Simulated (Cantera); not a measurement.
An isothermal, constant-pressure homogeneous reactor starts with 17.5 % NO, 82.5 % N2, at 1700 K and 13.5 Torr.

Cantera simulation using GRI-Mech 3.0 (53 species, 325 reactions); the numbers are that mechanism's predictions, not measurements. Radical loss at walls, strong at low pressure, is not modelled.

x: mole fraction; the columns are a selection and need not sum to one.

| t (s) | x NO | x O2 | x NO2 | x N2 | x N2O | x O |
|---|---|---|---|---|---|---|
| 7.00e-5 | 0.175 | <1e-12 | 1.02e-12 | 0.825 | 3.47e-9 | 3.47e-9 |
| 0.000310 | 0.175 | 2.11e-12 | 2.03e-11 | 0.825 | 1.54e-8 | 1.54e-8 |
| 0.00137 | 0.175 | 4.05e-11 | 3.87e-10 | 0.825 | 6.77e-8 | 6.77e-8 |
| 0.00605 | 0.175 | 7.90e-10 | … | 0.825 | 2.97e-7 | 2.97e-7 |
| 0.0268 | 0.175 | 1.58e-8 | … | 0.825 | 1.26e-6 | 1.28e-6 |
| 0.118 | 0.175 | 4.31e-7 | … | 0.825 | 4.61e-6 | 5.41e-6 |
| 0.523 | 0.175 | 1.50e-5 | … | 0.825 | 1.02e-5 | 1.54e-5 |
| 2.31 | 0.175 | 0.000127 | … | 0.825 | 1.12e-5 | 1.72e-5 |
| 10.2 | 0.174 | 0.000633 | … | 0.825 | 1.10e-5 | 1.90e-5 |
| 45.2 | 0.170 | 0.00293 | … | 0.828 | 1.03e-5 | 2.53e-5 |
| 200 | 0.149 | 0.0133 | … | 0.838 | 7.58e-6 | 4.28e-5 |

**Question.** Complete the blanks.

**Answer.** 
- 0.00605, x NO2: 7.33e-9
- 0.0268, x NO2: 1.24e-7
- 0.118, x NO2: 1.42e-6
- 0.523, x NO2: 4.96e-6
- 2.31, x NO2: 5.53e-6
- 10.2, x NO2: 6.37e-6
- 45.2, x NO2: 9.23e-6
- 200, x NO2: 1.56e-5
